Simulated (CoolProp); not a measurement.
Aqueous potassium carbonate as a coolant, at 40 °C, 1 atm.

Computed with CoolProp (Melinder's fits for secondary coolants).

```
mass %  freezing point (°C)  conductivity (W/(m K))  Prandtl number  density (kg/m³)  viscosity (mPa s)
------  -------------------  ----------------------  --------------  ---------------  -----------------
1.5                    -0.4                   0.630            4.38             1006              0.674
5.3                    -1.8                   0.627               …             1040              0.740
9.2                    -3.3                   0.623            4.99             1075              0.827
13                        …                   0.619            5.41             1111                  …
16.9                   -6.9                   0.616               …                …               1.05
20.7                   -9.3                   0.612            6.45             1188               1.19
24.5                  -12.4                   0.608            7.12             1228               1.37
28.4                      …                   0.603            8.02             1270               1.59
32.2                  -21.8                   0.598            9.21             1312               1.88
```

What belongs in the gaps?


- 5.3, Prandtl number: 4.63
- 13, freezing point (°C): -4.9
- 13, viscosity (mPa s): 0.927
- 16.9, Prandtl number: 5.89
- 16.9, density (kg/m³): 1149
- 28.4, freezing point (°C): -16.5
